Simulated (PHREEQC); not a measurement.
0.025 g of hydrous ferric oxide (600 m²/g; 0.2 weak and 0.005 strong sites per Fe, Dzombak-Morel constants, diffuse double layer) in 1 kg of water with 0.3 mol/kgw of an inert sodium salt and 9.5e-05 mol ZnCl2 and 2.9e-05 mol NaH2PO4, at 25 °C; the pH is set by adding NaOH or the inert anion's acid. Oxygen is held at 0.21 atm. CO2 from the air is kept out. Precipitation was switched off in this run.

The numbers come from PHREEQC with the ion-association model, wateq4f.dat.

| pH | Zn sorbed (%) | P sorbed (%) | surface charge σ (C/m²) | surface potential ψ (mV) |
|---|---|---|---|---|
| 4 | 0.0 | 94.7 | 0.150 | 81 |
| 4.5 | 0.0 | 93.8 | 0.121 | 71 |
| 5 | 0.2 | 92.5 | 0.090 | 59 |
| 5.5 | 0.9 | 90.7 | 0.062 | 44 |
| 6 | 1.8 | 87.8 | 0.039 | 29 |
| 6.5 | 4.7 | 82.6 | 0.020 | 16 |
| 7 | 16.4 | 73.9 | 0.012 | 9 |
| 7.5 | 30.0 | 64.1 | 0.016 | 13 |
| 8.5 | 39.1 | 52.0 | 0.034 | 26 |
| 9 | 38.0 | 43.1 | 0.030 | 23 |
| 9.5 | 33.7 | 25.1 | 0.013 | 10 |
| 10 | 28.7 | 7.1 | -0.012 | -10 |
| 10.5 | 24.9 | 1.0 | -0.048 | -35 |
| 11 | 20.3 | 0.1 | -0.100 | -63 |
| 11.5 | 13.3 | 0.0 | -0.183 | -91 |
| 12 | 4.6 | 0.0 | -0.292 | -113 |

Along this series the solution becomes supersaturated in solids that the run did not let form, among them Zn(OH)2-e. H3PO4, which wateq4f.dat lacks, is added to it with the constant of phreeqc.dat. The database has no phosphate complexes of Zn.
